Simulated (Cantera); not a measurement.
**NO annealing gas**

An isothermal, constant-pressure homogeneous reactor starts with 17.2 % NO, 82.8 % N₂, at 2050 K and 1.50 bar.

Computed with Cantera and GRI-Mech 3.0 (53 species, 325 reactions).

```tsv
t (s)	x NO	x O	x O₂	x N₂	x N₂O
3.00e-6	0.172	2.14e-7	1.61e-10	0.828	2.20e-7
1.55e-5	0.172	9.81e-7	3.96e-9	0.828	1.10e-6
7.98e-5	0.172	4.29e-6	9.81e-8	0.828	4.89e-6
0.000412	0.172	2.35e-5	4.60e-6	0.828	1.31e-5
0.00212	0.172	4.85e-5	0.000141	0.828	1.50e-5
0.0110	0.170	5.38e-5	0.000995	0.829	1.47e-5
0.0565	0.161	7.52e-5	0.00546	0.833	1.31e-5
0.291	0.119	0.000137	0.0266	0.854	7.15e-6
1.50	0.0278	0.000216	0.0722	0.900	7.59e-7
7.75	0.00599	0.000230	0.0831	0.911	4.39e-7
40.0	0.00595	0.000230	0.0831	0.911	4.39e-7
```
x: mole fraction; the columns are a selection and need not sum to one.

Equilibrium at this temperature and pressure: NO 0.00595, O 0.000230, O₂ 0.0831, N₂ 0.911, N₂O 4.39e-7 (gas phase only).
